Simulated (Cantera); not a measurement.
Feed: 1 mol Fe2O3, 1.1 mol CH4, 0.18 mol N2, equilibrated at 1648.15 K and 0.680 bar.

Equilibrium computed with Cantera from the NASA thermochemical tables; the gas is ideal and each condensed phase is pure. Candidate condensed phases: C, C6H6, C7H8, C8H18, Fe, Fe(CO)5, FeO, Fe(OH)2, Fe(OH)3, Fe2O3, Fe3O4, H2O; 140 gas species. Mutual solubility and eutectic melting of coexisting phases are not modelled. The tables' stoichiometric FeO is somewhat more stable than real wüstite, so its field is too wide. FeO: taken at fixed stoichiometry. Rates play no part.

Base state: H2 0.428, CO 0.275, H2O 0.204, N2 0.0517, CO2 0.0408, H 7.08e-5, Fe(OH)2 1.15e-5 (mole fractions); condensed: Fe(γ) + FeO(s).

Task: What changes in the equilibrium state with this change: temperature from 1648.15 K to 2198.15 K?

Result: 
| species | before | after |
|---|---|---|
| H2 | 0.428 | 0.423 |
| CO | 0.275 | 0.288 |
| H2O | 0.204 | 0.203 |
| CO2 | 0.0408 | 0.0262 |
| N2 | 0.0517 | 0.0514 |
| Fe | 3.85e-6 | 0.00401 |
| FeO | 1.30e-8 | 5.92e-5 |
| OH | 1.51e-6 | 0.000294 |
| H | 7.08e-5 | 0.00439 |
| Fe(γ), mol | 0.951 | 0 |
| FeO(s), mol | 1.05 | 0 |
| Fe(l), mol | 0 | 0.891 |
| FeO(l), mol | 0 | 1.09 |
Each liquid is taken as pure.
